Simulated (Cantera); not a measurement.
Input (Python, Cantera) and output of one run.

```python
import numpy as np
import cantera as ct

gas_names = [...]  # 127 gases of nasa_gas.yaml made of C, Fe, H, O, S
cond_names = """
    C(gr) C6H6(L) C7H8(L) C8H18(L),n-octa Fe(a) Fe(c) Fe(d) Fe(L) FeC5O5(L) FeO(s) FeO(L) Fe(OH)2(s)
    Fe(OH)3(s) FeS(a) FeS(b) FeS(c) FeS(L) FeSO4(s) FeS2(s) Fe2O3(s) Fe2S3O12(s) Fe3O4(s) H2O(s) H2O(L)
    H2SO4(L) S(cr1) S(cr2) S(L)
""".split()


# ... load() reads the species with a 1 bar reference pressure and builds the phases ...
atoms = {
    'Fe': {'Fe': 1},
    'H2S': {'H': 2, 'S': 1},
    'CO': {'C': 1, 'O': 1},
}
top_T = {'C(gr)': 4500, 'FeSO4(s)': 950, 'FeS2(s)': 1010, 'Fe2O3(s)': 1830, 'Fe2S3O12(s)': 1100, 'Fe3O4(s)': 1870}  # K; cautious upper limits of use, not melting points


# ... equilibrate(T, P, feed) seeds the gas with the atoms and calls Mixture.equilibrate('TP', solver="vcs", rtol=1e-11, max_steps=5000) ...
results = []
feed = {'Fe': 1, 'H2S': 1.2, 'CO': 0.64}  # mol
T = 823  # K
P = 2700  # Pa
mix = equilibrate(T, P, feed)
results.append((T, P, feed, dict(zip(mix.species_names, mix.species_moles))))
print(gas.report(threshold=0.001))
for i in range(1, mix.n_phases):
    print(f"{mix.phase(i).name:16s} {mix.phase_moles(i):12.5e} mol")
```

Result:

```
       temperature   823 K
          pressure   2700 Pa
           density   0.0059218 kg/m^3
  mean mol. weight   15.008 kg/kmol
   phase of matter   gas

                          1 kg             1 kmol
                     ---------------   ---------------
          enthalpy        -3.016e+06       -4.5264e+07  J
   internal energy       -3.4719e+06       -5.2107e+07  J
           entropy             15685         2.354e+05  J/K
    Gibbs function       -1.5925e+07         -2.39e+08  J
 heat capacity c_p            2256.6             33867  J/K
 heat capacity c_v            1702.6             25553  J/K

                      mass frac. Y      mole frac. X     chem. pot. / RT
                     ---------------   ---------------   ---------------
               CH4         0.0080888         0.0075671           -43.783
                CO           0.40825           0.21875           -46.404
               COS         0.0062055         0.0015504           -60.281
               CO2            0.1814          0.061863           -91.539
                H2          0.073622           0.54808           -21.257
               H2O          0.051443          0.042857           -66.392
               H2S           0.27094           0.11933           -35.134
     [ +120 minor]         5.133e-05        1.0317e-05

C(gr)             1.60701e-01 mol
Fe(a)             0.00000e+00 mol
FeC5O5(L)         0.00000e+00 mol
FeO(s)            0.00000e+00 mol
Fe(OH)2(s)        0.00000e+00 mol
Fe(OH)3(s)        0.00000e+00 mol
FeS(c)            1.00000e+00 mol
FeSO4(s)          0.00000e+00 mol
FeS2(s)           0.00000e+00 mol
Fe2O3(s)          0.00000e+00 mol
Fe2S3O12(s)       0.00000e+00 mol
Fe3O4(s)          0.00000e+00 mol
H2SO4(L)          0.00000e+00 mol
S(L)              0.00000e+00 mol
```

These are equilibrium values from Cantera (NASA tables, ideal gas, pure condensed phases), not measurements of a reactor. FeS: taken at fixed stoichiometry.
